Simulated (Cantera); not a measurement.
A closed system holds: 1 mol SiO2, 1.6 mol HBr, held at 927 °C and 33.0 mbar.

Method: chemical equilibrium by Gibbs-energy minimisation in Cantera with the NASA 1993 tables (ideal gas, pure condensed phases). Candidate condensed phases: Br2, H2O, Si, SiO2; 28 gas species. The tables hold silica as quartz up to 1696 K and as liquid above; real silica turns to tridymite and cristobalite and melts near 1996 K. Rates play no part.

Base state: HBr 0.988, Br 0.00678, H2 0.00429, Br2 0.000899, H2O 7.76e-5, SiBr4 3.87e-5 (mole fractions); condensed: SiO2(β-quartz).

Problem. What changes in the equilibrium state with this change: pressure from 33.0 mbar to 12.0 mbar?

Solution. 
```csv
species,before,after
HBr,0.988,0.984
Br,0.00678,0.00981
H2,0.00429,0.00559
SiBr4,3.87e-5,2.75e-5
H2O,7.76e-5,5.51e-5
Br2,0.000899,0.000684
"SiO2(β-quartz), mol",1.000,1.000
```

Problem. What changes in the equilibrium state with this change: 0.24 mol O2 added?

Solution. 
| species | before | after |
|---|---|---|
| HBr | 0.988 | 0.379 |
| H2O | 7.76e-5 | 0.284 |
| Br2 | 0.000899 | 0.229 |
| Br | 0.00678 | 0.108 |
| SiBr4 | 3.87e-5 | <1e-9 |
| O2 | <1e-9 | 6.46e-5 |
| H2 | 0.00429 | 2.47e-6 |
| SiO2(β-quartz), mol | 1.000 | 1.00 |
